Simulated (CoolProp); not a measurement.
Vapour-liquid equilibrium of isopentane (1) + R365MFC (2) at 366.1 K; x and y are mole fractions of (1).

Values from CoolProp's multi-fluid Helmholtz-energy mixture model, Lemmon 2006 and Lemmon 2016; pair parameters Bell 2016.

```csv
x,"bubble pressure, mixture model (bar)","bubble pressure, Raoult's law (bar)","y, mixture model","y, Raoult's law"
0.05,5.456,4.998,0.125,0.062
0.15,6.264,5.123,0.291,0.181
0.25,6.816,5.248,0.397,0.295
0.35,7.174,5.373,0.472,0.403
0.45,7.392,5.498,0.531,0.506
0.55,7.501,5.623,0.582,0.605
0.65,7.516,5.748,0.634,0.699
0.75,7.422,5.873,0.694,0.790
0.85,7.163,5.998,0.774,0.877
0.95,6.624,6.123,0.901,0.960
```

The largest gap from Raoult's law is +34.4 % in bubble pressure, at x = 0.45. y crosses x between x = 0.55 and 0.65: the model has an azeotrope there.

The pair parameters rest on a limited set of measurements; away from them the model extrapolates.
